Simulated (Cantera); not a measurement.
# Premixed flame

A freely propagating, adiabatic, planar premixed flame of 19.6 % CO, 1.75 % H2, 15.7 % O2, 59.1 % N2, 3.73 % H2O, unburnt at 450 K and 35000 Pa; mixture-averaged transport, grid criteria slope 0.08 and curve 0.16, no radiation.

Cantera simulation using GRI-Mech 3.0 (53 species, 325 reactions); the numbers are that mechanism's predictions, not measurements. Burning velocities carry a grid error of a few per cent, more on coarse grids.

| z (mm) | T (K) | u (m/s) | x CO | x H2 | x O2 | x OH | x H2O2 | x HO2 |
|---|---|---|---|---|---|---|---|---|
| -7.44 | 450 | 0.743 | 0.196 | 0.0175 | 0.157 | <1e-8 | <1e-8 | <1e-8 |
| -4.96 | 450 | 0.743 | 0.196 | 0.0174 | 0.157 | <1e-8 | <1e-8 | <1e-8 |
| -3.72 | 450 | 0.743 | 0.196 | 0.0173 | 0.157 | <1e-8 | 1.14e-8 | 3.15e-8 |
| -2.48 | 450 | 0.743 | 0.197 | 0.0169 | 0.157 | <1e-8 | 1.78e-7 | 4.92e-7 |
| -1.24 | 469 | 0.773 | 0.196 | 0.0148 | 0.157 | 1.41e-7 | 1.38e-5 | 4.81e-5 |
| -0.620 | 672 | 1.10 | 0.185 | 0.0114 | 0.151 | 0.000141 | 2.86e-5 | 0.000120 |
| 0 | 1069 | 1.72 | 0.146 | 0.00576 | 0.127 | 0.000788 | 1.73e-6 | 3.36e-5 |
| 0.620 | 1358 | 2.14 | 0.0928 | 0.00297 | 0.0975 | 0.00260 | 7.56e-7 | 1.45e-5 |
| 1.24 | 1524 | 2.36 | 0.0594 | 0.00312 | 0.0816 | 0.00422 | 4.36e-7 | 9.05e-6 |
| 2.48 | 1682 | 2.57 | 0.0407 | 0.00307 | 0.0729 | 0.00545 | 2.14e-7 | 5.87e-6 |
| 4.96 | 1816 | 2.75 | 0.0326 | 0.00233 | 0.0691 | 0.00566 | 1.06e-7 | 3.73e-6 |
| 9.92 | 1922 | 2.89 | 0.0244 | 0.00159 | 0.0657 | 0.00522 | 5.90e-8 | 2.24e-6 |
| 19.8 | 2004 | 2.99 | 0.0166 | 0.00100 | 0.0626 | 0.00445 | 3.61e-8 | 1.37e-6 |
x: mole fraction of selected species; z is measured from the peak of heat release.

The laminar burning velocity comes out as 74.3 cm/s and the thermal thickness comes out as 2.48 mm. The peak x(OH) is 0.00568, the peak x(H2O2) comes out as 3.66e-5 and the peak x(HO2) is 0.000159. The grid points is 103.
